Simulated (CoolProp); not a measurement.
Saturation properties of fluorine.

Values from CoolProp's reference Helmholtz-energy equation of state, de Reuck 1990.

| T (K) | p (kPa) | enthalpy of vaporisation (kJ/kg) | liquid cp (kJ/(kg K)) | surface tension (mN/m) |
|---|---|---|---|---|
| 104 | 583.1 | 153.3 | 1.617 | 8.43 |
| 107.7 | 760.7 | 148.2 | 1.652 | 7.50 |
| 111.4 | 974.6 | 142.7 | 1.697 | 6.59 |
| 115.1 | 1229 | 136.7 | 1.753 | 5.70 |
| 118.8 | 1527 | 130.0 | 1.828 | 4.84 |
| 122.5 | 1874 | 122.6 | 1.929 | 4.00 |
| 126.2 | 2275 | 114.3 | 2.075 | 3.19 |
| 129.9 | 2734 | 104.6 | 2.297 | 2.42 |
| 133.6 | 3258 | 93.14 | 2.674 | 1.69 |
| 137.3 | 3852 | 78.72 | 3.439 | 1.02 |
| 141 | 4527 | 58.40 | 5.855 | 0.416 |

It boils at 85.0 K under 1 atm.

Surface tension comes from a separate correlation (Mulero 2012).
